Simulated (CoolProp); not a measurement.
Saturation properties of ethylbenzene.

Model: reference Helmholtz-energy equation of state, Zhou 2012, in CoolProp.

```csv
T (°C),p (kPa),liquid density (kg/m³),surface tension (mN/m)
108.35,44.99,787.2,19.7
119.65,63.61,776.4,18.6
131.05,88.14,765.4,17.4
142.45,119.6,754.0,16.3
153.85,159.2,742.4,15.2
165.25,208.4,730.6,14.1
176.65,268.4,718.3,13.0
188.05,340.9,705.7,11.9
199.45,427.4,692.7,10.9
210.75,528.5,679.3,9.83
222.15,647.7,665.3,8.81
```

It boils at 136.2 °C under 1 atm.

Surface tension comes from a separate correlation (Mulero 2014).
